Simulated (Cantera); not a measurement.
Feed: 1 mol acetone, 59 mol H2, 0.26 mol N2, at 2098.15 K.

Method: chemical equilibrium by Gibbs-energy minimisation in Cantera with the NASA 1993 tables (ideal gas, pure condensed phases). Candidate condensed phases: C, C6H6, C7H8, C8H18, H2O; 136 gas species. The feed counts by its element totals alone. The ideal-gas law is rough above about 30 bar. Equilibrium is a limit: real reactors are often held back by kinetics, nucleation or transport.

### Question
Which condensed phases are stable at each of these points (P (Pa)): 10, 72, 520, 3700, 27000, 190000, 1400000, 10000000?

### Answer
| P (Pa) | condensed phases | C condensed (%) |
|---|---|---|
| 10 | C(graphite) | 59.0 |
| 72 | C(graphite) | 58.4 |
| 520 | C(graphite) | 58.1 |
| 3700 | C(graphite) | 58.0 |
| 27000 | C(graphite) | 57.8 |
| 190000 | C(graphite) | 56.6 |
| 1400000 | C(graphite) | 48.4 |
| 10000000 | gas only | 0.0 |

From 10.0 Pa to 1400000 Pa the condensed part is C(graphite). At 1.00e7 Pa nothing is condensed.
